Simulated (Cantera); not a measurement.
An adiabatic, constant-volume homogeneous reactor starts with C3H8 : O2 : N2 : CO2 = 1 : 15.2 : 57 : 7.4 (molar parts), equivalence ratio 0.33, at 1725 K and 713 Torr.

Cantera simulation using GRI-Mech 3.0 (53 species, 325 reactions); the numbers are that mechanism's predictions, not measurements. GRI-Mech 3.0 was tuned for natural gas; its chemistry of propane as a main component is partial and can be far from experiment.

Q: Predict: time of steepest temperature rise; temperature at 0.300 s; equilibrium temperature; x(O2) at 0.300 s; x(CO2) at 0.300 s; x(OH) at 0.300 s.

A: 
* **time of steepest temperature rise**: 17.2 µs
* **temperature at 0.300 s**: 2385 K
* **equilibrium temperature**: 2385 K
* **x(O2) at 0.300 s**: 0.118 (gas-phase equilibrium 0.118)
* **x(CO2) at 0.300 s**: 0.121 (gas-phase equilibrium 0.121)
* **x(OH) at 0.300 s**: 0.00541 (gas-phase equilibrium 0.00541)
